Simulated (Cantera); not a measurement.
A perfectly stirred reactor is fed with 43.1 % H2, 30.8 % O2, 26.2 % N2, at 13300 Pa; it is held at 1175 K, and followed from long to short residence time.

Cantera simulation using the H2/O2 subset of GRI-Mech 3.0, which has no nitrogen chemistry; the numbers are that mechanism's predictions, not measurements. The temperature is held fixed by assumption; the heat of reaction is taken as removed at once.

x: mole fraction; the columns are a selection and need not sum to one.

```csv
τ (s),x H2,x O2,x H,x H2O,x HO2,x H2O2,x OH
0.60,0.000899,0.118,6.62e-5,0.547,1.51e-5,1.96e-6,___
0.31,0.00138,0.118,0.000128,0.547,1.95e-5,2.46e-6,___
0.16,0.00212,0.118,0.000248,0.545,2.43e-5,3.02e-6,___
0.085,0.00317,0.118,0.000464,0.544,2.87e-5,3.59e-6,___
0.044,0.00479,0.119,0.000890,0.541,3.31e-5,4.16e-6,___
0.023,0.00712,0.120,0.00168,0.537,3.68e-5,4.68e-6,___
0.012,0.0105,0.121,0.00315,0.531,4.00e-5,5.08e-6,___
0.0063,0.0154,0.123,0.00580,0.521,4.25e-5,5.32e-6,___
0.0033,0.0222,0.126,0.0105,0.508,4.44e-5,5.37e-6,___
```

Task: Complete the blanks.

Result: 
- 0.60, x OH: 0.000621
- 0.31, x OH: 0.000779
- 0.16, x OH: 0.000980
- 0.085, x OH: 0.00122
- 0.044, x OH: 0.00154
- 0.023, x OH: 0.00195
- 0.012, x OH: 0.00245
- 0.0063, x OH: 0.00308
- 0.0033, x OH: 0.00385
